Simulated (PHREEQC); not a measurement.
A PHREEQC input (ion-association model, phreeqc.dat):

```
SOLUTION 1
  temp 19
  units mg/L
  pH 6.79
  pe 12.4
  Na 0.4
  K 0.00951
  Ca 0.612
  Mg 0.157
  Cl 1.57
  S(6) 0.0833 as S
  Alkalinity 0.767 as HCO3
  Sr 0.0873
  Si 0.0527 as SiO2
END
USE solution 1
EQUILIBRIUM_PHASES 1
  Chalcedony 0 0
  Gypsum 0 0
  CO2(g) -2.5 10
END
```

The run finishes without an error or a warning.

Its last state differs from that of the intended input:

| quantity | as run | intended |
|---|---|---|
| ionic strength (mol/kgw) | 9.12e-5 | 8.78e-5 |
| CaSO4 (mol/kgw) | 6.14e-9 | 2.06e-9 |
| MgSO4 (mol/kgw) | 3.06e-9 | 1.03e-9 |
| HSO4- (mol/kgw) | 7.10e-10 | 2.37e-10 |
| SrSO4 (mol/kgw) | 4.28e-10 | 1.43e-10 |

Task: One thing in the input isn't as intended. What explains the difference?

Result: One answer among several that fit: The fault: sulfate typed 'as S' though the number is for SO4. The line should read `as SO4` where the input has `as S`.
